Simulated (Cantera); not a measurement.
What does this Cantera script print?

```python
import numpy as np
import cantera as ct

gas = ct.Solution("gri30.yaml")


def delay(T, t_max=10):
    gas.TPX = T, 1900000, {'CO': 1, 'H2': 0.042, 'CH4': 1.3, 'O2': 5.38, 'N2': 20.2}
    reactor = ct.IdealGasReactor(gas, clone=False)
    net = ct.ReactorNet([reactor])
    net.rtol, net.atol = 1e-8, 1e-16
    while net.time < t_max:
        t_old, T_old = net.time, reactor.T
        net.step()
        if reactor.T > T + 400:  # ignition: a rise of 400 K
            return t_old + (T + 400 - T_old) / (reactor.T - T_old) * (net.time - t_old)
    return np.nan


taus = []
for T in [1200, 1275, 1350, 1425, 1500, 1575, 1650, 1725, 1800, 1875]:
    taus.append(delay(T))
    print(f"T0 = {T:6g} K   tau = {taus[-1]:.4e} s")
```

Output:

```
T0 =   1200 K   tau = 1.8755e-03 s
T0 =   1275 K   tau = 7.3499e-04 s
T0 =   1350 K   tau = 3.1696e-04 s
T0 =   1425 K   tau = 1.4777e-04 s
T0 =   1500 K   tau = 7.3663e-05 s
T0 =   1575 K   tau = 3.8975e-05 s
T0 =   1650 K   tau = 2.1760e-05 s
T0 =   1725 K   tau = 1.2752e-05 s
T0 =   1800 K   tau = 7.8095e-06 s
T0 =   1875 K   tau = 4.9790e-06 s
```

Computed with Cantera and GRI-Mech 3.0 (53 species, 325 reactions). The pressure lies above the range GRI-Mech 3.0 was tuned for (to about 10 atm).
